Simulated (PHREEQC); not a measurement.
Dissolve 0.2 mol/kgw CdCl2 at 20 °C. It is in equilibrium with CO2 at log p = -3.5 (atm). Otherwise closed; pH follows from the charge balance.

All values are PHREEQC results (ion-association model, phreeqc.dat), not measurements.

This is a speciation only: nothing precipitates in the calculation.

Q: What pH, activity of water does the model give?

A: pH 5.24; activity of water 0.994.

Q: In which forms is Cl present?

A: Cl- 43 %, CdCl+ 31 %, CdCl2 22 %, CdCl3- 3.4 % of the Cl.
